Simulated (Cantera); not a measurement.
What does this Cantera script print?

```python
import numpy as np
import cantera as ct

gas = ct.Solution("h2o2.yaml")
gas.TPX = 1073, 2666, {'H2': 0.048, 'O2': 1}
reactor = ct.IdealGasConstPressureReactor(gas, energy="off", clone=False)
net = ct.ReactorNet([reactor])
net.rtol, net.atol = 1e-08, 1e-18
show = ['H2', 'O2', 'H', 'HO2', 'H2O', 'H2O2', 'O']
times = np.geomspace(0.0008, 20, 10)

steps = ct.SolutionArray(gas, extra=["t"])
rows = []
print(f"{'t/s':>10s}{'T/K':>9s}{'P/Pa':>11s}" + "".join(f"{s:>11s}" for s in show))
for t in times:
    while net.time < t:
        t_next = net.step()
        steps.append(gas.state, t=t_next)
    rows.append([np.interp(t, steps.t, y) for y in (steps.T, steps.P, *steps(*show).X.T)])
    print(f"{t:10.3e}{rows[-1][0]:9.1f}{rows[-1][1]:11.4g}" + "".join(f"{x:11.3e}" for x in rows[-1][2:]))
rate = np.gradient(steps.T, steps.t)
print("integrator steps:", len(steps.t))
if steps.T.max() > steps.T[0] + 200:
    print(f"time of steepest temperature rise: {steps.t[rate.argmax()]:.4e} s")
gas.TPX = 1073, 2666, {'H2': 0.048, 'O2': 1}
gas.equilibrate("TP")
print(f"equilibrium (TP): T = {gas.T:.1f} K  " + "  ".join(f"{s} {gas[s].X[0]:.3e}" for s in show))
```

Result:

```
       t/s      T/K       P/Pa         H2         O2          H        HO2        H2O       H2O2          O
 8.000e-04   1073.0       2666  4.580e-02  9.542e-01  1.308e-07  9.635e-09  3.855e-07  5.169e-12  2.538e-07
 2.465e-03   1073.0       2666  1.602e-02  9.351e-01  8.809e-03  1.076e-05  2.345e-02  6.757e-07  1.266e-02
 7.593e-03   1073.0       2666  4.637e-04  9.397e-01  2.553e-03  8.572e-06  4.402e-02  1.862e-07  1.187e-02
 2.339e-02   1073.0       2666  9.301e-05  9.503e-01  2.274e-04  4.745e-06  4.628e-02  1.658e-07  2.479e-03
 7.207e-02   1073.0       2666  1.126e-05  9.527e-01  1.017e-05  1.538e-06  4.674e-02  1.074e-07  3.153e-04
 2.220e-01   1073.0       2666  1.312e-06  9.530e-01  4.591e-07  3.418e-07  4.683e-02  4.694e-08  3.977e-05
 6.840e-01   1073.0       2666  1.935e-07  9.531e-01  2.969e-08  7.115e-08  4.686e-02  1.625e-08  6.392e-06
 2.107e+00   1073.0       2666  3.772e-08  9.531e-01  2.824e-09  1.674e-08  4.687e-02  5.212e-09  1.332e-06
 6.492e+00   1073.0       2666  9.059e-09  9.531e-01  3.532e-10  4.716e-09  4.687e-02  1.654e-09  3.334e-07
 2.000e+01   1073.0       2666  2.481e-09  9.531e-01  5.242e-11  1.916e-09  4.687e-02  5.298e-10  9.349e-08
integrator steps: 1855
equilibrium (TP): T = 1073.0 K  H2 1.969e-10  O2 9.531e-01  H 1.212e-12  HO2 2.379e-09  H2O 4.687e-02  H2O2 5.033e-11  O 7.488e-09
```

Detailed kinetics in Cantera: the H2/O2 subset of GRI-Mech 3.0, which has no nitrogen chemistry. Radical loss at walls, strong at low pressure, is not modelled. The temperature is held fixed by assumption; the heat of reaction is taken as removed at once.
